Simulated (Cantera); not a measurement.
Cantera run:

```python
import numpy as np
import cantera as ct

gas_names = [...]  # 45 gases of nasa_gas.yaml made of Al, Cl, H, N, O
cond_names = """
    AL(cr) AL(L) ALCL3(s) ALCL3(L) ALN(s) AL2O3(a) AL2O3(L) H2O(s) H2O(L) NH4CL(a) NH4CL(b)
""".split()


# ... load() reads the species with a 1 bar reference pressure and builds the phases ...
atoms = {
    'AlCl3': {'AL': 1, 'CL': 3},
    'H2O': {'H': 2, 'O': 1},
    'N2': {'N': 2},
}
top_T = {'ALN(s)': 2750}  # K; cautious upper limits of use, not melting points


# ... equilibrate(T, P, feed) seeds the gas with the atoms and calls Mixture.equilibrate('TP', solver="vcs", rtol=1e-11, max_steps=5000) ...
results = []
feed = {'AlCl3': 1, 'H2O': 1.5, 'N2': 43}  # mol
P = 44  # Pa
for T in [748, 898, 1048, 1198, 1348, 1498, 1648, 1798, 1948, 2098]:
    mix = equilibrate(T, P, feed)
    results.append((T, P, feed, dict(zip(mix.species_names, mix.species_moles))))

top = {s: max(r[3][s] / sum(r[3][g] for g in gas_names) for r in results) for s in gas_names}
cols = sorted((s for s in top if top[s] > 1e-06), key=lambda s: -top[s])[:8]
seen = [c for c in cond_names if any(r[3].get(c, 0) > 1e-12 for r in results)]
print("log10 of partial pressures in bar; condensed amounts in mol")
print(f"{'T/K':>10s}" + "".join(f"{s[:9]:>10s}" for s in cols + seen))
for T, P, feed, n in results:
    ng = sum(n[g] for g in gas_names)
    print(f"{T:10.4g}" + "".join(f"{np.log10(max(n[s] / ng * P / 1e5, 1e-99)):10.3f}" for s in cols)
          + "".join(f"{n.get(c, 0):10.4g}" for c in seen))
```

It prints:

```
log10 of partial pressures in bar; condensed amounts in mol
       T/K        N2       HCL        CL         H        H2       H2O      ALCL         O  AL2O3(a)
       748    -3.386    -4.542   -11.384   -18.208   -11.334    -9.870   -28.635   -27.180       0.5
       898    -3.386    -4.542    -9.589   -14.885    -9.848    -9.113   -22.400   -22.093       0.5
      1048    -3.386    -4.542    -8.364   -12.442    -8.659    -8.579   -17.842   -18.584    0.4999
      1198    -3.386    -4.543    -7.450   -10.596    -7.750    -8.185   -14.423   -15.968    0.4998
      1348    -3.386    -4.545    -6.739    -9.157    -7.042    -7.884   -11.774   -13.936    0.4995
      1498    -3.386    -4.554    -6.172    -8.005    -6.480    -7.646    -9.677   -12.304    0.4992
      1648    -3.387    -4.575    -5.712    -7.069    -6.037    -7.380    -8.110   -10.880    0.4985
      1798    -3.388    -4.623    -5.340    -6.305    -5.704    -6.935    -7.217    -9.430    0.4956
      1948    -3.391    -4.719    -5.048    -5.690    -5.486    -6.498    -6.678    -8.079    0.4864
      2098    -3.397    -4.895    -4.836    -5.215    -5.406    -6.225    -6.271    -6.915    0.4641
```

Equilibrium computed with Cantera from the NASA thermochemical tables; the gas is ideal and each condensed phase is pure. The tables' values for AlCl2 are old estimates; treat these amounts as uncertain. Condensed phases not in the tables: AlOCl.
